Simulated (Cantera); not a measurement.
Charge: 1 mol HgO, 0.15 mol N₂, 4.3 mol H₂, equilibrated at 652 °C and 0.0133 bar.

Equilibrium computed with Cantera from the NASA thermochemical tables; the gas is ideal and each condensed phase is pure. Candidate condensed phases: H₂O, Hg, HgO; 25 gas species. Equilibrium is a limit: real reactors are often held back by kinetics, nucleation or transport.

Base state: H₂ 0.606, H₂O 0.183, Hg 0.183, N₂ 0.0275 (mole fractions); condensed: gas only.

What changes in the equilibrium state with this change: H₂ from 4.3 to 0.78 mol?


```json
[
 {"species": "Hg", "before": "0.183", "after": "0.490"},
 {"species": "H₂O", "before": "0.183", "after": "0.382"},
 {"species": "N₂", "before": "0.0275", "after": "0.0735"},
 {"species": "H₂", "before": "0.606", "after": "<1e-9"},
 {"species": "O₂", "before": "<1e-9", "after": "0.0539"}
]
```
